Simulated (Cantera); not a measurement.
**Transport properties of process gases**

Gas mixture: 100 % O₂, at 20.0 Torr, frozen composition.

Cantera's kinetic-theory transport with the Lennard-Jones parameters of GRI-Mech 3.0, ideal gas; thermal conductivity in the mixture-averaged form.

| T (K) | ρ (kg/m³) | cp (J/kg/K) | μ (µPa s) | λ (mW/m/K) | Pr | D (cm²/s) H | D (cm²/s) NH₃ | D (cm²/s) CH₃ |
|---|---|---|---|---|---|---|---|---|
| 400 | 0.0257 | 941.4 | 25.6 | 33.9 | 0.713 | 80.7 | 14.6 | 14.4 |
| 650 | 0.0158 | 1017 | 36.0 | 51.6 | 0.709 | 187 | 35.6 | 33.3 |
| 900 | 0.0114 | 1074 | 44.7 | 67.6 | 0.710 | 324 | 63.2 | 57.7 |
| 1150 | 0.00892 | 1109 | 52.5 | 82.2 | 0.708 | 488 | 96.5 | 87.0 |
| 1400 | 0.00733 | 1134 | 59.7 | 95.7 | 0.707 | 678 | 135 | 121 |
| 1650 | 0.00622 | 1155 | 66.4 | 108 | 0.707 | 891 | 178 | 159 |
| 1900 | 0.00540 | 1174 | 72.7 | 121 | 0.707 | 1130 | 225 | 200 |
D: mixture-averaged diffusion coefficient of that species in the mixture.
